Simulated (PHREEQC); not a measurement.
# Ultrapure water in contact with air or piping: an equilibrium model

Synthetic water in mg/kgw, 60 °C, pH 6.01, pe 10.3:

```
constituent           mg/kgw
------------------  --------
Na                      0.15
K                   2.22e-09
Ca                    0.0737
Mg                    0.0017
Cl                    0.0863
S(6) as SO4            0.185
Alkalinity as HCO3     0.226
Cu(2)                0.00416
Br                  0.000126
```

Valence states are taken as typed.

Model: ion-association model, phreeqc.dat, run in PHREEQC.

This is a speciation only: nothing precipitates in the calculation.

Q: What charge-balance error does the model give?

A: charge-balance error 2.1 %.

Q: In which forms is Cu present?

A: Cu+2 97 %, Cu(OH)2 2.1 %, CuOH+ 1.0 % of the Cu.

At this temperature some constants are extrapolated from 25 °C, and those without enthalpy data are left unchanged.
